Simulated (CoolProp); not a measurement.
Isobutene along the isobar 4.53 MPa: Z from the reference equation and from simpler models built on Tc = 418.1 K, pc = 4.016 MPa, ω = 0.193; each cubic takes its own stable root.

The numbers come from the reference Helmholtz-energy equation of state, Lemmon 2005 in CoolProp. It is a short technical equation, of lower accuracy than the large ones.

```json
[
 {"T (K)": "238.6", "phase": "liquid", "reference": "0.1938"},
 {"T (K)": "254.6", "phase": "liquid", "reference": "0.1863"},
 {"T (K)": "270.6", "phase": "liquid", "reference": "0.1801"},
 {"T (K)": "286.6", "phase": "liquid", "reference": "0.1751"},
 {"T (K)": "302.6", "phase": "liquid", "reference": "0.1710"},
 {"T (K)": "318.6", "phase": "liquid", "reference": "0.1681"},
 {"T (K)": "334.6", "phase": "liquid", "reference": "0.1662"},
 {"T (K)": "350.6", "phase": "liquid", "reference": "0.1655"},
 {"T (K)": "366.6", "phase": "liquid", "reference": "0.1664"}
]
```

### Question
How far does each simpler model (van der Waals, Redlich-Kwong, Soave-Redlich-Kwong, Peng-Robinson) lie from the reference over these 9 states: mean and median of the absolute difference, and the worst?

### Answer
- van der Waals: mean 56.9 %, median 56.8 %, worst +59.0 % at 238.6 K and 4.53 MPa
- Redlich-Kwong: mean 10.7 %, median 10.1 %, worst +14.5 % at 366.6 K and 4.53 MPa
- Soave-Redlich-Kwong: mean 8.1 %, median 7.4 %, worst +11.2 % at 366.6 K and 4.53 MPa
- Peng-Robinson: mean 4.3 %, median 5.0 %, worst -5.3 % at 270.6 K and 4.53 MPa
